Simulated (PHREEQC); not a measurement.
A solution holds 1.4 mmol/kgw CuSO4, 1.3 mmol/kgw HNO3 and 0.21 mmol/kgw FeCl3, at 20 °C and 50 atm. Closed to the air; pH follows from the charge balance.

Equilibrium calculation in PHREEQC: ion-association model, phreeqc.dat.

```tsv
quantity	before	after
pH	2.92	3.64
ionic strength (mol/kgw)	0.00666	0.00560
FeOH+2 (mol/kgw)	6.88e-5	8.78e-5
Fe+3 (mol/kgw)	2.39e-5	5.60e-6
Fe(OH)2+ (mol/kgw)	1.25e-5	8.66e-5
Fe2(OH)2+4 (mol/kgw)	3.16e-7	4.87e-7
SI of Goethite (FeOOH)	+4.66	+6.23
SI of Hematite (Fe2O3)	+11.30	+14.44
```

Q: What was changed between the two runs?
(A) FeCl3 from 0.00021 to 4.2e-05 mol/kgw
(B) diluted 5-fold with water
(C) HNO3 left out
(D) temperature from 20 to 25 °C
(E) 0.0011 mol/kgw H2SO4 added

A: C, HNO3 left out

This is a speciation only: nothing precipitates in the calculation. Some of these states are supersaturated (in Hematite (slow to form), Goethite (slow to form), for instance). Under pressure, the constants of complexes without a molar volume in the database are unreliable.
